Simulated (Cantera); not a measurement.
A closed system holds: 1 mol BCl3, 11 mol N2, 4.2 mol H2, at 1675 K and 0.000860 bar.

Equilibrium computed with Cantera from the NASA thermochemical tables; the gas is ideal and each condensed phase is pure. Candidate condensed phases: B, BN, NH4Cl; 21 gas species. The tables' values for BCl, BCl2 are old estimates; treat these amounts as uncertain. The numbers say what is thermodynamically allowed, not how fast it happens.

**Question.** What is the equilibrium state?

**Answer.** 
| Quantity | Value |
|---|---|
| x(N2) | 0.647 |
| x(HCl) | 0.182 |
| x(H2) | 0.167 |
| x(H) | 0.00162 |
| x(Cl) | 0.00138 |
| x(BCl) | 0.000612 |
| x(BCl3) | 8.45e-5 |
| x(BCl2) | 6.67e-5 |
| n(BN(s)) | 0.988 mol |
| gas amount | 16.23 mol |
| log10 activity of B(s) (absent) | -1.60 |
